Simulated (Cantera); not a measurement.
Charge: 1 mol Fe₃O₄, 1.2 mol C, 1.1 mol N₂, at 1.70 mbar.

Equilibrium computed with Cantera from the NASA thermochemical tables; the gas is ideal and each condensed phase is pure. Candidate condensed phases: C, Fe, Fe(CO)₅, FeO, Fe₂O₃, Fe₃O₄; 27 gas species. Each liquid is taken as pure. Mutual solubility and eutectic melting of coexisting phases are not modelled. The tables' stoichiometric FeO is somewhat more stable than real wüstite, so its field is too wide. FeO: taken at fixed stoichiometry. Rates play no part.

Task: Which condensed phases are stable at each of these points (T (K)): 1348, 1448, 1548, 1648, 1748, 1848, 1948, 2048, 2148, 2248, 2348, 2448, 2548, 2648?

Result: 
```json
[
 {"T (K)": "1348", "condensed phases": "Fe(γ) + FeO(s)", "Fe condensed (%)": "100.0"},
 {"T (K)": "1448", "condensed phases": "Fe(γ) + FeO(s)", "Fe condensed (%)": "100.0"},
 {"T (K)": "1548", "condensed phases": "Fe(γ) + FeO(s)", "Fe condensed (%)": "100.0"},
 {"T (K)": "1648", "condensed phases": "Fe(γ) + FeO(s)", "Fe condensed (%)": "99.9"},
 {"T (K)": "1748", "condensed phases": "Fe(δ) + FeO(l)", "Fe condensed (%)": "99.4"},
 {"T (K)": "1848", "condensed phases": "Fe(l) + FeO(l)", "Fe condensed (%)": "97.3"},
 {"T (K)": "1948", "condensed phases": "Fe(l) + FeO(l)", "Fe condensed (%)": "89.7"},
 {"T (K)": "2048", "condensed phases": "FeO(l)", "Fe condensed (%)": "85.4"},
 {"T (K)": "2148", "condensed phases": "FeO(l)", "Fe condensed (%)": "78.7"},
 {"T (K)": "2248", "condensed phases": "FeO(l)", "Fe condensed (%)": "62.1"},
 {"T (K)": "2348", "condensed phases": "gas only", "Fe condensed (%)": "0.0"},
 {"T (K)": "2448", "condensed phases": "gas only", "Fe condensed (%)": "0.0"},
 {"T (K)": "2548", "condensed phases": "gas only", "Fe condensed (%)": "0.0"},
 {"T (K)": "2648", "condensed phases": "gas only", "Fe condensed (%)": "0.0"}
]
```

From 1348 K to 1648 K the condensed part is Fe(γ) + FeO(s). At 1748 K the condensed part is Fe(δ) + FeO(l). From 1848 K to 1948 K the condensed part is Fe(l) + FeO(l). From 2048 K to 2248 K the condensed part is FeO(l). From 2348 K to 2648 K nothing is condensed.
